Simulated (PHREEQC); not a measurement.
Make-up at 25 °C: 1 mmol/kgw HCl and 7.1 mmol/kgw MnSO4. It is in equilibrium with CO2 at log p = -3.4 (atm). Otherwise closed; pH follows from the charge balance.

Computed with PHREEQC (ion-association model, phreeqc.dat).

Precipitation was switched off in this run.

Order these S species by the share of S that they hold, largest first: HSO4-, SO4-2, MnSO4.

SO4-2 (73 %), MnSO4 (23 %), HSO4- (3.2 %)

The pH is 3.17 and the ionic strength 0.0223 mol/kgw. Species that the database lacks are ignored.
